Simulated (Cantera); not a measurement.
**Adiabatic ignition**

An adiabatic, constant-volume homogeneous reactor starts with CH4 : O2 : N2 : H2O = 1 : 4.17 : 22 : 0.6 (molar parts), equivalence ratio 0.48, at 1248 K and 0.987 atm.

Cantera simulation using GRI-Mech 3.0 (53 species, 325 reactions); the numbers are that mechanism's predictions, not measurements.

```csv
t (s),T (K),P (bar),x CH4,x O2,x H2O,x NO,x HCO,x OH
2.00e-6,1248,1.00,0.0360,0.150,0.0216,<1e-12,<1e-12,1.17e-11
5.97e-6,1248,1.00,0.0360,0.150,0.0216,<1e-12,<1e-12,2.85e-11
1.78e-5,1248,1.00,0.0360,0.150,0.0216,<1e-12,<1e-12,4.79e-11
5.32e-5,1248,1.00,0.0360,0.150,0.0216,<1e-12,<1e-12,1.02e-10
0.000159,1248,1.000,0.0360,0.150,0.0216,<1e-12,<1e-12,2.99e-10
0.000474,1248,1.000,0.0360,0.150,0.0216,<1e-12,<1e-12,1.14e-9
0.00141,1248,1.00,0.0360,0.150,0.0216,<1e-12,1.86e-12,5.99e-9
0.00422,1248,1.00,0.0360,0.150,0.0216,<1e-12,5.71e-11,2.65e-8
0.0126,1252,1.00,0.0355,0.150,0.0220,<1e-12,9.89e-10,1.01e-7
0.0376,2202,1.77,<1e-12,0.0771,0.0915,0.000552,1.78e-11,0.00325
0.112,2196,1.76,<1e-12,0.0760,0.0916,0.00268,1.67e-11,0.00317
0.335,2188,1.76,<1e-12,0.0745,0.0917,0.00588,1.52e-11,0.00305
1.00,2185,1.75,<1e-12,0.0738,0.0917,0.00721,1.45e-11,0.00301
```
x: mole fraction; the columns are a selection and need not sum to one.

```
Quantity                                                          Result
---------------------------------  -------------------------------------
time of steepest temperature rise                                22.3 ms
temperature at 1.00 s                                             2185 K
equilibrium temperature                                           2185 K
x(CH4) at 1.00 s                   <1e-12 (gas-phase equilibrium <1e-12)
x(O2) at 1.00 s                    0.0738 (gas-phase equilibrium 0.0738)
x(H2O) at 1.00 s                   0.0917 (gas-phase equilibrium 0.0917)
```
